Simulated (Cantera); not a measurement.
What does this Cantera script print?

```python
import numpy as np
import cantera as ct

gas_names = """
    B BH BH2 BH3 BO BO2 B2 B2O B2O2 B2O3 B3O3H3 H HBO HBO2 HO2 H2 H2O H2O2 H3B3O6 O OH O2 O3
""".split()
cond_names = """
    B(b) B(L) B2O3(L) B3O3H3(cr) H2O(s) H2O(L)
""".split()


# ... load() reads the species with a 1 bar reference pressure and builds the phases ...
atoms = {
    'B2O3': {'B': 2, 'O': 3},
    'O2': {'O': 2},
    'H2O': {'H': 2, 'O': 1},
}
top_T = {}  # K; cautious upper limits of use, not melting points


# ... equilibrate(T, P, feed) seeds the gas with the atoms and calls Mixture.equilibrate('TP', solver="vcs", rtol=1e-11, max_steps=5000) ...
results = []
P = 300  # Pa
for T in [873, 948, 1023, 1098, 1173, 1248, 1323, 1398, 1473, 1548, 1623, 1698, 1773, 1848]:
    for m in [0.13, 0.2, 0.29, 0.43, 0.63, 0.92, 1.4, 2, 2.9, 4.3, 6.3]:
        feed = {'B2O3': 1, 'O2': m, 'H2O': 0.054}  # mol
        mix = equilibrate(T, P, feed)
        results.append((T, P, feed, dict(zip(mix.species_names, mix.species_moles))))

for T, P, feed, n in results:
    print(f"{T:7g} {feed['O2']:10.4g}  " + (" + ".join(c for c in cond_names if n.get(c, 0) > 1e-12) or "gas only"))
```

It prints:

```
    873       0.13  B2O3(L)
    873        0.2  B2O3(L)
    873       0.29  B2O3(L)
    873       0.43  B2O3(L)
    873       0.63  B2O3(L)
    873       0.92  B2O3(L)
    873        1.4  B2O3(L)
    873          2  B2O3(L)
    873        2.9  B2O3(L)
    873        4.3  B2O3(L)
    873        6.3  B2O3(L)
    948       0.13  B2O3(L)
    948        0.2  B2O3(L)
    948       0.29  B2O3(L)
    948       0.43  B2O3(L)
    948       0.63  B2O3(L)
    948       0.92  B2O3(L)
    948        1.4  B2O3(L)
    948          2  B2O3(L)
    948        2.9  B2O3(L)
    948        4.3  B2O3(L)
    948        6.3  B2O3(L)
   1023       0.13  B2O3(L)
   1023        0.2  B2O3(L)
   1023       0.29  B2O3(L)
   1023       0.43  B2O3(L)
   1023       0.63  B2O3(L)
   1023       0.92  B2O3(L)
   1023        1.4  B2O3(L)
   1023          2  B2O3(L)
   1023        2.9  B2O3(L)
   1023        4.3  B2O3(L)
   1023        6.3  B2O3(L)
   1098       0.13  B2O3(L)
   1098        0.2  B2O3(L)
   1098       0.29  B2O3(L)
   1098       0.43  B2O3(L)
   1098       0.63  B2O3(L)
   1098       0.92  B2O3(L)
   1098        1.4  B2O3(L)
   1098          2  B2O3(L)
   1098        2.9  B2O3(L)
   1098        4.3  B2O3(L)
   1098        6.3  B2O3(L)
   1173       0.13  B2O3(L)
   1173        0.2  B2O3(L)
   1173       0.29  B2O3(L)
   1173       0.43  B2O3(L)
   1173       0.63  B2O3(L)
   1173       0.92  B2O3(L)
   1173        1.4  B2O3(L)
   1173          2  B2O3(L)
   1173        2.9  B2O3(L)
   1173        4.3  B2O3(L)
   1173        6.3  B2O3(L)
   1248       0.13  B2O3(L)
   1248        0.2  B2O3(L)
   1248       0.29  B2O3(L)
   1248       0.43  B2O3(L)
   1248       0.63  B2O3(L)
   1248       0.92  B2O3(L)
   1248        1.4  B2O3(L)
   1248          2  B2O3(L)
   1248        2.9  B2O3(L)
   1248        4.3  B2O3(L)
   1248        6.3  B2O3(L)
   1323       0.13  B2O3(L)
   1323        0.2  B2O3(L)
   1323       0.29  B2O3(L)
   1323       0.43  B2O3(L)
   1323       0.63  B2O3(L)
   1323       0.92  B2O3(L)
   1323        1.4  B2O3(L)
   1323          2  B2O3(L)
   1323        2.9  B2O3(L)
   1323        4.3  B2O3(L)
   1323        6.3  B2O3(L)
   1398       0.13  B2O3(L)
   1398        0.2  B2O3(L)
   1398       0.29  B2O3(L)
   1398       0.43  B2O3(L)
   1398       0.63  B2O3(L)
   1398       0.92  B2O3(L)
   1398        1.4  B2O3(L)
   1398          2  B2O3(L)
   1398        2.9  B2O3(L)
   1398        4.3  B2O3(L)
   1398        6.3  B2O3(L)
   1473       0.13  B2O3(L)
   1473        0.2  B2O3(L)
   1473       0.29  B2O3(L)
   1473       0.43  B2O3(L)
   1473       0.63  B2O3(L)
   1473       0.92  B2O3(L)
   1473        1.4  B2O3(L)
   1473          2  B2O3(L)
   1473        2.9  B2O3(L)
   1473        4.3  B2O3(L)
   1473        6.3  B2O3(L)
   1548       0.13  B2O3(L)
   1548        0.2  B2O3(L)
   1548       0.29  B2O3(L)
   1548       0.43  B2O3(L)
   1548       0.63  B2O3(L)
   1548       0.92  B2O3(L)
   1548        1.4  B2O3(L)
   1548          2  B2O3(L)
   1548        2.9  B2O3(L)
   1548        4.3  B2O3(L)
   1548        6.3  B2O3(L)
   1623       0.13  B2O3(L)
   1623        0.2  B2O3(L)
   1623       0.29  B2O3(L)
   1623       0.43  B2O3(L)
   1623       0.63  B2O3(L)
   1623       0.92  B2O3(L)
   1623        1.4  B2O3(L)
   1623          2  B2O3(L)
   1623        2.9  B2O3(L)
   1623        4.3  B2O3(L)
   1623        6.3  B2O3(L)
   1698       0.13  B2O3(L)
   1698        0.2  B2O3(L)
   1698       0.29  B2O3(L)
   1698       0.43  B2O3(L)
   1698       0.63  B2O3(L)
   1698       0.92  B2O3(L)
   1698        1.4  B2O3(L)
   1698          2  B2O3(L)
   1698        2.9  gas only
   1698        4.3  gas only
   1698        6.3  gas only
   1773       0.13  B2O3(L)
   1773        0.2  gas only
   1773       0.29  gas only
   1773       0.43  gas only
   1773       0.63  gas only
   1773       0.92  gas only
   1773        1.4  gas only
   1773          2  gas only
   1773        2.9  gas only
   1773        4.3  gas only
   1773        6.3  gas only
   1848       0.13  gas only
   1848        0.2  gas only
   1848       0.29  gas only
   1848       0.43  gas only
   1848       0.63  gas only
   1848       0.92  gas only
   1848        1.4  gas only
   1848          2  gas only
   1848        2.9  gas only
   1848        4.3  gas only
   1848        6.3  gas only
```

These are equilibrium values from Cantera (NASA tables, ideal gas, pure condensed phases), not measurements of a reactor. Gases not in the tables: H3BO3.
